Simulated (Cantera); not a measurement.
# SiH₂Cl₂ + NH₃ + N₂ (silicon nitride deposition)

Feed: 1 mol SiH₂Cl₂, 2.6 mol NH₃, 7 mol N₂, at 1.28 Torr.

These are equilibrium values from Cantera (NASA tables, ideal gas, pure condensed phases), not measurements of a reactor. Candidate condensed phases: NH₄Cl, Si, Si₃N₄; 28 gas species. The tables' values for SiCl, SiCl₃, SiN are old estimates; treat these amounts as uncertain. Gases not in the tables: Si₂H₆ and higher silanes. The numbers say what is thermodynamically allowed, not how fast it happens.

| T (K) | x N₂ | x H₂ | x HCl | x SiCl₂ | x H | x Si | n Si(l) |
|---|---|---|---|---|---|---|---|
| 1700 | 0.584 | 0.314 | 0.0593 | 0.0401 | 0.00200 | 0.000399 | 0.416 |
| 1725 | 0.583 | 0.313 | 0.0600 | 0.0397 | 0.00252 | 0.000597 | 0.418 |
| 1750 | 0.583 | 0.312 | 0.0607 | 0.0392 | 0.00315 | 0.000883 | 0.419 |
| 1775 | 0.582 | 0.311 | 0.0613 | 0.0387 | 0.00392 | 0.00129 | 0.417 |
| 1800 | 0.582 | 0.310 | 0.0619 | 0.0382 | 0.00483 | 0.00187 | 0.413 |
| 1825 | 0.581 | 0.309 | 0.0624 | 0.0377 | 0.00593 | 0.00268 | 0.405 |
| 1850 | 0.579 | 0.307 | 0.0628 | 0.0371 | 0.00724 | 0.00379 | 0.391 |
| 1875 | 0.578 | 0.305 | 0.0632 | 0.0365 | 0.00878 | 0.00533 | 0.370 |
| 1900 | 0.576 | 0.303 | 0.0634 | 0.0359 | 0.0106 | 0.00742 | 0.341 |
| 1925 | 0.573 | 0.300 | 0.0635 | 0.0352 | 0.0127 | 0.0102 | 0.299 |
| 1950 | 0.570 | 0.297 | 0.0634 | 0.0344 | 0.0152 | 0.0140 | 0.241 |
x: gas mole fraction; n: condensed amount in mol.

From 1700 K to 1950 K the condensed part is Si(l). The main Si-bearing gas is SiCl₂ throughout. The share of Si in condensed phases is highest at 1750 K (41.9 %) and lowest at 1950 K (24.1 %).
